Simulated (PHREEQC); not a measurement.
2.9 g of hydrous ferric oxide (600 m²/g; 0.2 weak and 0.005 strong sites per Fe, Dzombak-Morel constants, diffuse double layer) in 1 kg of water with 0.05 mol/kgw of an inert sodium salt and 0.098 mmol/kgw CuSO4, at 25 °C; the pH is set by adding NaOH or the inert anion's acid. Oxygen is held at 0.21 atm. CO2 from the air is kept out. No solid was allowed to form.

The series has 13 steps of pH, from 3 to 11.

Computed with PHREEQC (ion-association model, wateq4f.dat).

Q: Near which pH is half of the S sorbed, and on which side is more sorbed?

A: Near pH 7.0, with more sorbed at lower pH.

Q: Near which pH is half of the Cu sorbed, and on which side is more sorbed?

A: Near pH 4.3, with more sorbed at higher pH.

The database's constant for dissolved Cu(OH)2 is higher than later reviews accept. The oxide is taken as insoluble; below pH 4 it would dissolve.
